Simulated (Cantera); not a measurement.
Cantera run, input and output.

```python
import numpy as np
import cantera as ct

gas = ct.Solution("gri30.yaml")
gas.TPX = 1973, 2300000, {'CH4': 1, 'CO2': 0.33}
reactor = ct.IdealGasConstPressureReactor(gas, energy="off", clone=False)
net = ct.ReactorNet([reactor])
net.rtol, net.atol = 1e-08, 1e-18
show = ['CH4', 'CO2', 'C2H', 'CH2CO', 'H2O', 'C2H4', 'CH2']
times = np.geomspace(4e-05, 2, 9)

steps = ct.SolutionArray(gas, extra=["t"])
rows = []
print(f"{'t/s':>10s}{'T/K':>9s}{'P/Pa':>11s}" + "".join(f"{s:>11s}" for s in show))
for t in times:
    while net.time < t:
        t_next = net.step()
        steps.append(gas.state, t=t_next)
    rows.append([np.interp(t, steps.t, y) for y in (steps.T, steps.P, *steps(*show).X.T)])
    print(f"{t:10.3e}{rows[-1][0]:9.1f}{rows[-1][1]:11.4g}" + "".join(f"{x:11.3e}" for x in rows[-1][2:]))
rate = np.gradient(steps.T, steps.t)
print("integrator steps:", len(steps.t))
if steps.T.max() > steps.T[0] + 200:
    print(f"time of steepest temperature rise: {steps.t[rate.argmax()]:.4e} s")
gas.TPX = 1973, 2300000, {'CH4': 1, 'CO2': 0.33}
gas.equilibrate("TP")
print(f"equilibrium (TP): T = {gas.T:.1f} K  " + "  ".join(f"{s} {gas[s].X[0]:.3e}" for s in show))
```

Result:

```
       t/s      T/K       P/Pa        CH4        CO2        C2H      CH2CO        H2O       C2H4        CH2
 4.000e-05   1973.0    2.3e+06  3.189e-01  1.679e-01  7.235e-07  1.822e-05  2.134e-02  2.448e-02  1.088e-06
 1.547e-04   1973.0    2.3e+06  1.443e-01  8.170e-02  1.090e-06  5.337e-05  7.771e-02  1.499e-02  7.096e-07
 5.981e-04   1973.0    2.3e+06  6.634e-02  1.331e-02  1.211e-06  7.395e-05  1.180e-01  1.433e-02  5.792e-07
 2.313e-03   1973.0    2.3e+06  5.908e-02  6.755e-03  9.818e-07  4.382e-05  7.593e-02  1.306e-02  3.988e-07
 8.944e-03   1973.0    2.3e+06  5.697e-02  2.153e-03  7.111e-07  1.626e-05  2.142e-02  1.089e-02  2.434e-07
 3.459e-02   1973.0    2.3e+06  5.558e-02  5.650e-05  6.156e-07  8.733e-06  5.419e-04  9.927e-03  1.969e-07
 1.337e-01   1973.0    2.3e+06  5.554e-02  2.823e-06  6.133e-07  8.568e-06  2.741e-05  9.902e-03  1.958e-07
 5.172e-01   1973.0    2.3e+06  5.554e-02  2.823e-06  6.133e-07  8.568e-06  2.741e-05  9.902e-03  1.958e-07
 2.000e+00   1973.0    2.3e+06  5.554e-02  2.823e-06  6.133e-07  8.568e-06  2.741e-05  9.902e-03  1.958e-07
integrator steps: 1635
equilibrium (TP): T = 1973.0 K  CH4 5.554e-02  CO2 2.863e-06  C2H 6.133e-07  CH2CO 8.586e-06  H2O 2.780e-05  C2H4 9.902e-03  CH2 1.959e-07
```

Computed with Cantera and GRI-Mech 3.0 (53 species, 325 reactions). GRI-Mech 3.0 stops at C3 and has no aromatics, soot or wall deposition, so with more carbon than oxygen in the feed, carbon stays in small species such as C2H2 where larger ones or solid carbon would form. The pressure lies above the range GRI-Mech 3.0 was tuned for (to about 10 atm).
